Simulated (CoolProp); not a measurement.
Model: reference Helmholtz-energy equation of state, Lemmon 2006, in CoolProp. It is a short technical equation, of lower accuracy than the large ones.

Task: For acetone, give the phase and the Z, cp (kJ/(kg K)), speed of sound (m/s), Joule-Thomson coefficient (K/MPa) at 85.35 °C and 247 bar; 137.55 °C and 247 bar.

Result: 
- 85.35 °C and 247 bar: liquid; Z 0.644, cp 2.24, speed of sound 1090, Joule-Thomson coefficient -0.309
- 137.55 °C and 247 bar: liquid; Z 0.606, cp 2.38, speed of sound 910, Joule-Thomson coefficient -0.222
